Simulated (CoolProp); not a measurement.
A simple Rankine cycle with R142b: condensing at 302.15 K, boiler at 2.3 MPa, turbine inlet 469 K, turbine efficiency 0.65, pump efficiency 0.8, no recuperator. Each further row changes one setting.

Computed with CoolProp (reference Helmholtz-energy equation of state, Lemmon 2006). It is a short technical equation, of lower accuracy than the large ones.

| case | thermal efficiency (%) | net work (kJ/kg) | heat in (kJ/kg) | turbine exit temperature (K) | volume ratio over the turbine |
|---|---|---|---|---|---|
| as stated | 10.4 | 36.4 | 349 | 418.2 | 6.01 |
| condensing temperature 294.15 K | 11.5 | 41.4 | 360 | 412.5 | 7.63 |
| boiler pressure 1.61 MPa | 8.6 | 30.8 | 356 | 430.0 | 4.14 |
| turbine efficiency 0.55 | 8.7 | 30.5 | 349 | 423.9 | 6.10 |
